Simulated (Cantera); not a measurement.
An isothermal, constant-pressure homogeneous reactor starts with NO : N₂ = 1 : 14 (molar parts), at 1750 K and 0.330 bar. Integrator tolerance rtol = 1e-08.

Detailed kinetics in Cantera: GRI-Mech 3.0 (53 species, 325 reactions).

### Question
What does this change do: N2 14 to 40 parts?

### Answer
```
quantity                                           before                                    after
----------------  ---------------------------------------  ---------------------------------------
x(NO) at 80.0 s    0.0360 (gas-phase equilibrium 0.00153)  0.0186 (gas-phase equilibrium 0.000927)
x(O) at 80.0 s    1.65e-5 (gas-phase equilibrium 2.36e-5)  7.30e-6 (gas-phase equilibrium 1.42e-5)
x(O₂) at 80.0 s     0.0153 (gas-phase equilibrium 0.0326)   0.00287 (gas-phase equilibrium 0.0117)
x(N₂) at 80.0 s       0.949 (gas-phase equilibrium 0.966)      0.978 (gas-phase equilibrium 0.987)
x(N₂O) at 80.0 s  5.41e-7 (gas-phase equilibrium 5.63e-8)  1.55e-7 (gas-phase equilibrium 3.45e-8)
x(NO₂) at 80.0 s  1.57e-5 (gas-phase equilibrium 9.64e-7)  3.60e-6 (gas-phase equilibrium 3.51e-7)
```
